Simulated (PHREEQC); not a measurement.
1 kg of water holding 0.074 mol NaCl and 0.0042 mol CaCl2 is evaporated at 25 °C; the solids stay in contact with the brine. No CO2 enters from the air. Solids allowed: Halite, Portlandite. Others were left out.

The numbers come from PHREEQC with the Pitzer model, pitzer.dat.

| water left (kg) | ionic strength | water activity | Halite (mol) | Ca in solution (mol/kgw) | Cl in solution (mol/kgw) | Na in solution (mol/kgw) |
|---|---|---|---|---|---|---|
| 1 | 0.0866 | 0.997 | 0 | 0.00420 | 0.0824 | 0.0740 |
| 0.6755 | 0.128 | [?] | 0 | 0.00622 | 0.122 | [?] |
| 0.5552 | 0.156 | 0.995 | 0 | 0.00756 | 0.148 | 0.133 |
| 0.375 | 0.231 | 0.993 | 0 | 0.0112 | 0.220 | 0.197 |
| 0.3082 | 0.281 | 0.991 | 0 | 0.0136 | 0.267 | 0.240 |
| 0.2082 | [?] | 0.987 | 0 | 0.0202 | 0.396 | 0.355 |
| 0.1407 | [?] | 0.981 | 0 | 0.0299 | 0.586 | 0.526 |
| 0.1156 | 0.749 | 0.977 | 0 | 0.0363 | 0.713 | [?] |
| 0.07809 | 1.11 | 0.966 | 0 | 0.0538 | 1.06 | 0.948 |
| 0.06418 | 1.35 | [?] | 0 | 0.0654 | 1.28 | [?] |
| 0.04335 | 2.00 | 0.936 | 0 | 0.0969 | 1.90 | 1.71 |
| 0.03564 | 2.43 | 0.921 | 0 | 0.118 | 2.31 | 2.08 |
| 0.02407 | 3.60 | 0.877 | 0 | 0.174 | 3.42 | 3.07 |
| 0.01627 | 5.32 | 0.804 | 0 | 0.258 | 5.06 | 4.55 |
| 0.01337 | 6.48 | 0.751 | 0 | 0.314 | 6.16 | 5.53 |
| 0.00903 | 6.74 | 0.746 | 0.0258 | 0.465 | [?] | 5.34 |
| 0.007426 | 6.87 | 0.744 | 0.0356 | 0.566 | 6.31 | 5.17 |
| 0.005012 | 7.24 | 0.739 | 0.0503 | 0.838 | 6.40 | 4.73 |

**Question.** Some entries are withheld; supply them.

**Answer.** 
- 0.6755, water activity: 0.996
- 0.6755, Na in solution (mol/kgw): 0.110
- 0.2082, ionic strength: 0.416
- 0.1407, ionic strength: 0.616
- 0.1156, Na in solution (mol/kgw): 0.640
- 0.06418, water activity: 0.958
- 0.06418, Na in solution (mol/kgw): 1.15
- 0.00903, Cl in solution (mol/kgw): 6.27

Species that the database lacks are ignored.
